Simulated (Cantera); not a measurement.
What does this Cantera script print?

```python
import numpy as np
import cantera as ct

gas = ct.Solution("gri30.yaml")


def delay(T, t_max=10):
    gas.TPX = T, 100000, {'CH3OH': 1, 'O2': 1.36, 'N2': 5.13}
    reactor = ct.IdealGasConstPressureReactor(gas, clone=False)
    net = ct.ReactorNet([reactor])
    net.rtol, net.atol = 1e-8, 1e-16
    while net.time < t_max:
        t_old, T_old = net.time, reactor.T
        net.step()
        if reactor.T > T + 400:  # ignition: a rise of 400 K
            return t_old + (T + 400 - T_old) / (reactor.T - T_old) * (net.time - t_old)
    return np.nan


taus = []
for T in [1050, 1100, 1150, 1200, 1250, 1300]:
    taus.append(delay(T))
    print(f"T0 = {T:6g} K   tau = {taus[-1]:.4e} s")
```

Output:

```
T0 =   1050 K   tau = 1.6114e-01 s
T0 =   1100 K   tau = 5.6985e-02 s
T0 =   1150 K   tau = 2.2139e-02 s
T0 =   1200 K   tau = 9.3569e-03 s
T0 =   1250 K   tau = 4.2680e-03 s
T0 =   1300 K   tau = 2.0876e-03 s
```

Computed with Cantera and GRI-Mech 3.0 (53 species, 325 reactions). GRI-Mech 3.0 was tuned for natural gas; its chemistry of methanol as a main component is partial and can be far from experiment.
